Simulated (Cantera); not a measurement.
Input: 1 mol Si2H6, 0.34 mol Cl2, 7.4 mol N2, held at 1.00 Torr.

These are equilibrium values from Cantera (NASA tables, ideal gas, pure condensed phases), not measurements of a reactor. Candidate condensed phases: NH4Cl, Si, Si3N4; 28 gas species. The feed counts by its element totals alone. N2 is the only nitrogen source here; it is nearly inert below about 1500 K, so the nitride shown seldom forms there in practice. Equilibrium is a limit: real reactors are often held back by kinetics, nucleation or transport.

Q: What share of the Si ends up in condensed phases as a function of T (°C), at 550, 650, 750, 850, 950, 1050, 1150, 1250, 1350?

A: 
| T (°C) | Si condensed (%) | as |
|---|---|---|
| 550 | 100.0 | Si3N4(s) |
| 650 | 100.0 | Si3N4(s) |
| 750 | 100.0 | Si3N4(s) |
| 850 | 100.0 | Si3N4(s) |
| 950 | 100.0 | Si3N4(s) |
| 1050 | 99.7 | Si3N4(s) |
| 1150 | 98.9 | Si3N4(s) |
| 1250 | 96.6 | Si3N4(s) |
| 1350 | 93.2 | Si3N4(s) |
